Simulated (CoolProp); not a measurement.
Properties of normal hydrogen along the isotherm -241.75 °C.

Values from CoolProp's reference Helmholtz-energy equation of state, Leachman 2009.

```json
[
 {"p (MPa)": "0.243", "phase": "gas", "Joule-Thomson coefficient (K/MPa)": "9.542", "expansivity (1/kK)": "38.98", "fugacity coefficient": "0.9306"},
 {"p (MPa)": "0.486", "phase": "gas", "Joule-Thomson coefficient (K/MPa)": "9.706", "expansivity (1/kK)": "(withheld)", "fugacity coefficient": "0.8619"},
 {"p (MPa)": "0.729", "phase": "gas", "Joule-Thomson coefficient (K/MPa)": "(withheld)", "expansivity (1/kK)": "(withheld)", "fugacity coefficient": "0.7929"},
 {"p (MPa)": "0.972", "phase": "gas", "Joule-Thomson coefficient (K/MPa)": "(withheld)", "expansivity (1/kK)": "188.9", "fugacity coefficient": "0.7208"},
 {"p (MPa)": "1.22", "phase": "liquid", "Joule-Thomson coefficient (K/MPa)": "1.017", "expansivity (1/kK)": "79.33", "fugacity coefficient": "0.6035"},
 {"p (MPa)": "1.46", "phase": "liquid", "Joule-Thomson coefficient (K/MPa)": "0.6879", "expansivity (1/kK)": "(withheld)", "fugacity coefficient": "0.5221"},
 {"p (MPa)": "1.7", "phase": "liquid", "Joule-Thomson coefficient (K/MPa)": "0.4693", "expansivity (1/kK)": "49.09", "fugacity coefficient": "(withheld)"},
 {"p (MPa)": "1.94", "phase": "liquid", "Joule-Thomson coefficient (K/MPa)": "0.3078", "expansivity (1/kK)": "42.48", "fugacity coefficient": "0.4200"}
]
```

### Question
What belongs in the gaps?

### Answer

- 0.486, expansivity (1/kK): 50.76
- 0.729, Joule-Thomson coefficient (K/MPa): 9.810
- 0.729, expansivity (1/kK): 75.57
- 0.972, Joule-Thomson coefficient (K/MPa): 9.596
- 1.46, expansivity (1/kK): 59.50
- 1.7, fugacity coefficient: 0.4637
